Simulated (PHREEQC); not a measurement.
Consider water at 25 °C with 8.4 mmol/kgw HF. It is in equilibrium with CO2 at log p = -3.4 (atm). Otherwise closed; pH follows from the charge balance.

Equilibrium calculation in PHREEQC: ion-association model, phreeqc.dat.

The pH is 2.69. The ionic strength comes out as 0.00216 mol/kgw and the specific conductance is 841 µS/cm. The total alkalinity comes out as -8.40 meq/kg.

```tsv
species	molality	activity	log γ
HF	0.00619	0.00619	0.000
H+	0.00216	0.00206	-0.021
F-	0.00211	0.00200	-0.023
HF2-	5.01e-5	4.76e-5	-0.022
CO2	1.35e-5	1.36e-5	0.000
HCO3-	3.08e-9	2.93e-9	-0.022
```

Precipitation was switched off in this run. Species that the database lacks are ignored.
